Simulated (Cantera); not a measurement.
Input (Python, Cantera) and output of one run.

```python
import numpy as np
import cantera as ct

gas_names = """
    CL CLO CL2 Fe FeCL FeCL2 FeCL3 FeO Fe2CL4 Fe2CL6 O O2 O3
""".split()
cond_names = """
    Fe(a) Fe(c) Fe(d) Fe(L) FeCL2(s) FeCL2(L) FeCL3(s) FeCL3(L) FeO(s) FeO(L) Fe2O3(s) Fe3O4(s)
""".split()


# ... load() reads the species with a 1 bar reference pressure and builds the phases ...
atoms = {
    'Fe3O4': {'Fe': 3, 'O': 4},
    'Cl2': {'CL': 2},
}
top_T = {'Fe2O3(s)': 1830, 'Fe3O4(s)': 1870}  # K; cautious upper limits of use, not melting points


# ... equilibrate(T, P, feed) seeds the gas with the atoms and calls Mixture.equilibrate('TP', solver="vcs", rtol=1e-11, max_steps=5000) ...
results = []
T = 1373.15  # K
P = 87000  # Pa
for m in [0.043, 0.064, 0.094, 0.14, 0.2, 0.3, 0.44, 0.65, 0.95]:
    feed = {'Fe3O4': 1, 'Cl2': m}  # mol
    mix = equilibrate(T, P, feed)
    results.append((T, P, feed, dict(zip(mix.species_names, mix.species_moles))))
    x = sorted(zip(gas.X, gas.species_names), reverse=True)
    print(f"T = {T:g} K  P = {P:g} Pa  n(Cl2) = {m:g} mol  gas = {mix.phase_moles(0):.4g} mol")
    print("   x: " + "  ".join(f"{s} {v:.3e}" for v, s in x if v > 1e-06))
    print("   condensed (mol): " + ("  ".join(f"{mix.phase(i).name} {mix.phase_moles(i):.4g}"
          for i in range(1, mix.n_phases) if mix.phase_moles(i) > 1e-12) or "none"))
```

It prints:

```
T = 1373.15 K  P = 87000 Pa  n(Cl2) = 0.043 mol  gas = 0.03426 mol
   x: FeCL2 5.051e-01  FeCL3 4.472e-01  Fe2CL4 2.464e-02  CL2 1.544e-02  Fe2CL6 4.386e-03  CL 3.067e-03  O2 1.914e-04  CLO 1.160e-06
   condensed (mol): Fe2O3(s) 0.1384  Fe3O4(s) 0.8962
T = 1373.15 K  P = 87000 Pa  n(Cl2) = 0.064 mol  gas = 0.05098 mol
   x: FeCL2 5.051e-01  FeCL3 4.472e-01  Fe2CL4 2.464e-02  CL2 1.544e-02  Fe2CL6 4.386e-03  CL 3.067e-03  O2 1.914e-04  CLO 1.160e-06
   condensed (mol): Fe2O3(s) 0.206  Fe3O4(s) 0.8455
T = 1373.15 K  P = 87000 Pa  n(Cl2) = 0.094 mol  gas = 0.07488 mol
   x: FeCL2 5.051e-01  FeCL3 4.472e-01  Fe2CL4 2.464e-02  CL2 1.544e-02  Fe2CL6 4.386e-03  CL 3.067e-03  O2 1.914e-04  CLO 1.160e-06
   condensed (mol): Fe2O3(s) 0.3025  Fe3O4(s) 0.7731
T = 1373.15 K  P = 87000 Pa  n(Cl2) = 0.14 mol  gas = 0.1115 mol
   x: FeCL2 5.051e-01  FeCL3 4.472e-01  Fe2CL4 2.464e-02  CL2 1.544e-02  Fe2CL6 4.386e-03  CL 3.067e-03  O2 1.914e-04  CLO 1.160e-06
   condensed (mol): Fe2O3(s) 0.4506  Fe3O4(s) 0.662
T = 1373.15 K  P = 87000 Pa  n(Cl2) = 0.2 mol  gas = 0.1593 mol
   x: FeCL2 5.051e-01  FeCL3 4.472e-01  Fe2CL4 2.464e-02  CL2 1.544e-02  Fe2CL6 4.386e-03  CL 3.067e-03  O2 1.914e-04  CLO 1.160e-06
   condensed (mol): Fe2O3(s) 0.6437  Fe3O4(s) 0.5172
T = 1373.15 K  P = 87000 Pa  n(Cl2) = 0.3 mol  gas = 0.239 mol
   x: FeCL2 5.051e-01  FeCL3 4.472e-01  Fe2CL4 2.464e-02  CL2 1.544e-02  Fe2CL6 4.386e-03  CL 3.067e-03  O2 1.914e-04  CLO 1.160e-06
   condensed (mol): Fe2O3(s) 0.9656  Fe3O4(s) 0.2758
T = 1373.15 K  P = 87000 Pa  n(Cl2) = 0.44 mol  gas = 0.3402 mol
   x: FeCL3 5.369e-01  FeCL2 4.004e-01  CL2 3.542e-02  Fe2CL4 1.549e-02  Fe2CL6 6.322e-03  CL 4.645e-03  O2 7.890e-04  CLO 3.566e-06
   condensed (mol): Fe2O3(s) 1.333
T = 1373.15 K  P = 87000 Pa  n(Cl2) = 0.65 mol  gas = 0.5296 mol
   x: FeCL3 5.278e-01  CL2 2.625e-01  FeCL2 1.446e-01  O2 4.433e-02  CL 1.264e-02  Fe2CL6 6.108e-03  Fe2CL4 2.020e-03  CLO 7.276e-05
   condensed (mol): Fe2O3(s) 1.318
T = 1373.15 K  P = 87000 Pa  n(Cl2) = 0.95 mol  gas = 0.86 mol
   x: FeCL3 4.215e-01  CL2 3.517e-01  O2 1.074e-01  FeCL2 9.975e-02  CL 1.464e-02  Fe2CL6 3.896e-03  Fe2CL4 9.612e-04  CLO 1.311e-04
   condensed (mol): Fe2O3(s) 1.272
```

Cantera equilibrium calculation (NASA polynomials, part measured and part estimated; ideal gas, pure solids and liquids). Mutual solubility and eutectic melting of coexisting phases are not modelled.
